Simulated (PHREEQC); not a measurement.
Consider water at 25 °C with 0.032 mol HF, 0.0023 mol (CH3)4NF, 0.0019 mol (NH4)2SiF6 and 0.25 mol H2SO4 per kg of water. Closed to the air; pH follows from the charge balance.

Equilibrium calculation in PHREEQC: ion-association model, wateq4f.dat.

Each row changes one thing in this solution. This is a speciation only: nothing precipitates in the calculation.

```json
[
 {"case": "as made", "pH": "0.66", "ionic strength (mol/kgw)": "0.315", "HF (mol/kgw)": "0.0293", "H2F2 (mol/kgw)": "0.00241", "F- (mol/kgw)": "0.000145", "HF2- (mol/kgw)": "1.75e-5", "SI of Quartz (SiO2)": "-2.79"},
 {"case": "temperature from 25 to 10 °C", "pH": "0.65", "ionic strength (mol/kgw)": "[?]", "HF (mol/kgw)": "0.0271", "H2F2 (mol/kgw)": "0.00349", "F- (mol/kgw)": "0.000169", "HF2- (mol/kgw)": "1.64e-5", "SI of Quartz (SiO2)": "[?]"},
 {"case": "HF left out", "pH": "0.67", "ionic strength (mol/kgw)": "0.313", "HF (mol/kgw)": "0.00655", "H2F2 (mol/kgw)": "0.000120", "F- (mol/kgw)": "[?]", "HF2- (mol/kgw)": "8.76e-7", "SI of Quartz (SiO2)": "+0.90"},
 {"case": "(CH3)4NF from 0.0023 to 0.00046 mol/kgw", "pH": "0.66", "ionic strength (mol/kgw)": "0.315", "HF (mol/kgw)": "0.0279", "H2F2 (mol/kgw)": "0.00218", "F- (mol/kgw)": "0.000137", "HF2- (mol/kgw)": "1.58e-5", "SI of Quartz (SiO2)": "-2.66"},
 {"case": "H2SO4 left out", "pH": "2.47", "ionic strength (mol/kgw)": "0.0117", "HF (mol/kgw)": "0.0246", "H2F2 (mol/kgw)": "0.00158", "F- (mol/kgw)": "0.00548", "HF2- (mol/kgw)": "[?]", "SI of Quartz (SiO2)": "-5.35"},
 {"case": "HF from 0.032 to 0.16 mol/kgw", "pH": "0.66", "ionic strength (mol/kgw)": "0.316", "HF (mol/kgw)": "0.102", "H2F2 (mol/kgw)": "0.0294", "F- (mol/kgw)": "0.000505", "HF2- (mol/kgw)": "0.000214", "SI of Quartz (SiO2)": "-6.05"},
 {"case": "(NH4)2SiF6 replaced by Na2SiO3 at the same molality", "pH": "0.66", "ionic strength (mol/kgw)": "0.315", "HF (mol/kgw)": "0.0204", "H2F2 (mol/kgw)": "0.00117", "F- (mol/kgw)": "[?]", "HF2- (mol/kgw)": "8.52e-6", "SI of Quartz (SiO2)": "-1.85"},
 {"case": "HF from 0.032 to 0.016 mol/kgw", "pH": "0.66", "ionic strength (mol/kgw)": "0.315", "HF (mol/kgw)": "0.0167", "H2F2 (mol/kgw)": "0.000779", "F- (mol/kgw)": "8.23e-5", "HF2- (mol/kgw)": "5.66e-6", "SI of Quartz (SiO2)": "-1.32"}
]
```

Q: Some entries are withheld; supply them.

A: 
- temperature from 25 to 10 °C, ionic strength (mol/kgw): 0.331
- temperature from 25 to 10 °C, SI of Quartz (SiO2): -3.64
- HF left out, F- (mol/kgw): 3.25e-5
- H2SO4 left out, HF2- (mol/kgw): 0.000519
- (NH4)2SiF6 replaced by Na2SiO3 at the same molality, F- (mol/kgw): 0.000101

Some of these states are supersaturated (in Quartz (slow to form), Chalcedony (slow to form), for instance). (CH3)4N+ isn't in the database: it is added as a free cation with an ion size of 4 Å. wateq4f.dat counts part of the HF as a dimer, H2F2, which phreeqc.dat doesn't know; its constant is uncertain. Away from 25 °C the constants follow the database's enthalpies or fits; those with neither stay at their 25 °C values. SiF6-2 is the database's only silicon fluoride.
